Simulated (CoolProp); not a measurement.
Vapour-liquid equilibrium of isobutene (1) + acetone (2) at 10.9 bar; x and y are mole fractions of (1).

The numbers come from the multi-fluid Helmholtz-energy mixture model, Lemmon 2005 and Lemmon 2006; pair parameters Bell 2016 in CoolProp.

```csv
x,bubble temperature (K),y at the bubble point,dew temperature at overall composition x (K),liquid density (mol/L)
0.05,___,0.190,418.2,10.80
0.15,393.4,0.463,412.8,10.85
0.25,380.8,0.624,407.2,10.78
0.35,372.0,0.718,401.1,___
0.45,___,___,394.4,___
0.55,___,0.822,386.9,10.17
0.65,357.8,0.857,378.5,9.925
0.75,___,___,368.9,9.694
0.85,351.8,0.928,358.5,9.487
0.95,349.1,0.973,350.4,9.313
```

Task: Some entries are withheld; supply them.

Result: 
- 0.05, bubble temperature (K): 410.6
- 0.35, liquid density (mol/L): 10.62
- 0.45, bubble temperature (K): 365.9
- 0.45, y at the bubble point: 0.779
- 0.45, liquid density (mol/L): 10.41
- 0.55, bubble temperature (K): 361.4
- 0.75, bubble temperature (K): 354.7
- 0.75, y at the bubble point: 0.891

No azeotrope shows between x = 0.05 and 0.95.

The pair parameters rest on a limited set of measurements; away from them the model extrapolates.
